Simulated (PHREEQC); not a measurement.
Make-up at 25 °C: 0.00054 mol CaSO4, 0.26 mol Na2SO4 and 0.00072 mol MgSO4 per kg of water. Closed to the air; pH follows from the charge balance.

Model: ion-association model, phreeqc.dat, run in PHREEQC.

This is a speciation only: nothing precipitates in the calculation.

Problem. What ionic strength, density does the model give?

Solution. ionic strength 0.623 mol/kgw; density 1.029 g/cm³.

Problem. In which forms is Ca present?

Solution. CaSO4 57 %, Ca+2 43 % of the Ca.
